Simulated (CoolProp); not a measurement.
Saturation properties of R1132(E) (Tc = 75.7 °C, pc = 5.174 MPa, ω = 0.245).

Computed with CoolProp (reference Helmholtz-energy equation of state, Akasaka 2024).

```tsv
T (°C)	p (MPa)	liquid density (kg/m³)	vapour density (kg/m³)	enthalpy of vaporisation (kJ/kg)	liquid cp (kJ/(kg K))
-12.05	0.5507	1038	18.23	266.0	1.702
-7.25	0.6472	?	21.35	260.2	1.718
-2.45	0.7559	1010	24.88	254.3	1.736
2.25	0.8749	?	28.79	248.2	1.757
7.05	1.010	979.9	33.29	241.7	?
11.85	1.161	964.0	38.37	235.0	1.811
16.65	1.327	947.3	44.11	227.9	1.845
21.35	1.506	930.3	50.45	?	1.884
26.15	1.707	912.0	57.78	212.7	1.932
30.95	1.927	892.7	66.10	204.3	1.989
35.75	2.168	872.2	75.59	195.3	2.058
40.45	2.424	850.7	?	185.8	2.142
```

### Question
Fill in the missing entries.

### Answer

- -7.25, liquid density (kg/m³): 1024
- 2.25, liquid density (kg/m³): 995.2
- 7.05, liquid cp (kJ/(kg K)): 1.782
- 21.35, enthalpy of vaporisation (kJ/kg): 220.6
- 40.45, vapour density (kg/m³): 86.25
